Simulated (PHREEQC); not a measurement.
Solution (25 °C): 0.018 mol KOH, 0.00022 mol H4SiO4 and 0.0016 mol H3BO3 per kg of water. Closed to the air; pH follows from the charge balance.

Computed with PHREEQC (Pitzer model, pitzer.dat).

Q: The ionic strength comes out as 0.0180 mol/kgw. What activity coefficients do OH-, H2SiO4-2, K+, H3SiO4-, B(OH)4- get?

A: OH- 0.88, H2SiO4-2 0.55, K+ 0.88, H3SiO4- 0.87, B(OH)4- 0.87. Single-ion values are on the MacInnes scale.

This is a speciation only: nothing precipitates in the calculation. Species that the database lacks are ignored.
